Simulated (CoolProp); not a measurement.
A closed Brayton cycle with dry air: compressor inlet 329.15 K and 6.4 MPa, high pressure 19.8 MPa, turbine inlet 955 K, compressor efficiency 0.85, turbine efficiency 0.85, recuperator effectiveness 0 (on enthalpy, no pinch check). Each further row changes one setting.

Values from CoolProp's reference Helmholtz-energy equation of state, Lemmon 2000. It is a pseudo-pure fit of the blend.

```json
[
 {"case": "as stated", "thermal efficiency (%)": "15.7", "net work (kJ/kg)": "83.7", "compressor to turbine work": "0.65", "compressor exit (K)": "477.7", "turbine exit (K)": "749.5"},
 {"case": "turbine inlet 905 K", "thermal efficiency (%)": "[?]", "net work (kJ/kg)": "71.2", "compressor to turbine work": "0.68", "compressor exit (K)": "477.7", "turbine exit (K)": "[?]"},
 {"case": "compressor inlet 339.15 K", "thermal efficiency (%)": "[?]", "net work (kJ/kg)": "[?]", "compressor to turbine work": "0.67", "compressor exit (K)": "491.9", "turbine exit (K)": "749.5"},
 {"case": "high pressure 16.8 MPa", "thermal efficiency (%)": "[?]", "net work (kJ/kg)": "79.0", "compressor to turbine work": "0.62", "compressor exit (K)": "453.1", "turbine exit (K)": "776.2"},
 {"case": "recuperator effectiveness 0.5", "thermal efficiency (%)": "[?]", "net work (kJ/kg)": "83.7", "compressor to turbine work": "0.65", "compressor exit (K)": "477.7", "turbine exit (K)": "749.5"}
]
```

Task: Fill in the missing entries.

Result: 
- turbine inlet 905 K, thermal efficiency (%): 15.0
- turbine inlet 905 K, turbine exit (K): 708.5
- compressor inlet 339.15 K, thermal efficiency (%): 15.2
- compressor inlet 339.15 K, net work (kJ/kg): 78.8
- high pressure 16.8 MPa, thermal efficiency (%): 14.2
- recuperator effectiveness 0.5, thermal efficiency (%): 21.6
